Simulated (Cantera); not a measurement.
An adiabatic, constant-pressure homogeneous reactor starts with CH4 : C2H6 : C3H8 : O2 : N2 = 1 : 0.074 : 0.087 : 4.81 : 18.1 (molar parts), at 1475 K and 0.460 bar. Integrator tolerance rtol = 1e-08.

Cantera simulation using GRI-Mech 3.0 (53 species, 325 reactions); the numbers are that mechanism's predictions, not measurements.

Q: What does this change do: initial temperature 1475 to 1075 K?

A: 
```tsv
quantity	before	after
time of steepest temperature rise	0.312 ms	68.5 ms
temperature at 2.00 s	2443 K	2193 K
equilibrium temperature	2443 K	2192 K
x(CH4) at 2.00 s	<1e-12 (gas-phase equilibrium <1e-12)	<1e-12 (gas-phase equilibrium <1e-12)
x(C2H6) at 2.00 s	<1e-12 (gas-phase equilibrium <1e-12)	<1e-12 (gas-phase equilibrium <1e-12)
x(C3H8) at 2.00 s	<1e-12 (gas-phase equilibrium <1e-12)	<1e-12 (gas-phase equilibrium <1e-12)
x(HCO) at 2.00 s	7.02e-10 (gas-phase equilibrium 7.02e-10)	3.51e-11 (gas-phase equilibrium 3.50e-11)
x(C2H4) at 2.00 s	<1e-12 (gas-phase equilibrium <1e-12)	<1e-12 (gas-phase equilibrium <1e-12)
```

Q: What does this change do: initial temperature 1475 to 1375 K?

A: 
| quantity | before | after |
|---|---|---|
| time of steepest temperature rise | 0.312 ms | 0.816 ms |
| temperature at 2.00 s | 2443 K | 2387 K |
| equilibrium temperature | 2443 K | 2387 K |
| x(CH4) at 2.00 s | <1e-12 (gas-phase equilibrium <1e-12) | <1e-12 (gas-phase equilibrium <1e-12) |
| x(C2H6) at 2.00 s | <1e-12 (gas-phase equilibrium <1e-12) | <1e-12 (gas-phase equilibrium <1e-12) |
| x(C3H8) at 2.00 s | <1e-12 (gas-phase equilibrium <1e-12) | <1e-12 (gas-phase equilibrium <1e-12) |
| x(HCO) at 2.00 s | 7.02e-10 (gas-phase equilibrium 7.02e-10) | 3.85e-10 (gas-phase equilibrium 3.85e-10) |
| x(C2H4) at 2.00 s | <1e-12 (gas-phase equilibrium <1e-12) | <1e-12 (gas-phase equilibrium <1e-12) |

Q: What does this change do: O2 4.81 to 6.7 parts?

A: 
```csv
quantity,before,after
time of steepest temperature rise,0.312 ms,0.257 ms
temperature at 2.00 s,2443 K,2395 K
equilibrium temperature,2443 K,2395 K
x(CH4) at 2.00 s,<1e-12 (gas-phase equilibrium <1e-12),<1e-12 (gas-phase equilibrium <1e-12)
x(C2H6) at 2.00 s,<1e-12 (gas-phase equilibrium <1e-12),<1e-12 (gas-phase equilibrium <1e-12)
x(C3H8) at 2.00 s,<1e-12 (gas-phase equilibrium <1e-12),<1e-12 (gas-phase equilibrium <1e-12)
x(HCO) at 2.00 s,7.02e-10 (gas-phase equilibrium 7.02e-10),2.49e-10 (gas-phase equilibrium 2.49e-10)
x(C2H4) at 2.00 s,<1e-12 (gas-phase equilibrium <1e-12),<1e-12 (gas-phase equilibrium <1e-12)
```
